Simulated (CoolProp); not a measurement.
A single-stage vapour-compression cycle with R143a: evaporating at 240.15 K (dew point), condensing at 263.15 K (bubble point), superheat 0 K, subcooling 2 K, compressor efficiency 0.9, no pressure losses. Each further row changes one setting.

The numbers come from the reference Helmholtz-energy equation of state, Lemmon and Jacobsen 2000 in CoolProp.

```tsv
case	cooling COP	pressure ratio	discharge temperature (K)	refrigerating effect (kJ/kg)	volumetric capacity (kJ/m³)
as stated	8.60	2.36	271.3	187	1610
evaporating temperature 245.15 K	11.4	1.93	269.2	190	1990
condensing temperature 258.15 K	11.2	1.98	264.8	194	1680
subcooling 7 K	8.93	2.36	271.3	194	1680
superheat 10 K	8.55	2.36	281.4	196	1610
compressor efficiency 0.8	7.65	2.36	273.9	187	1610
```
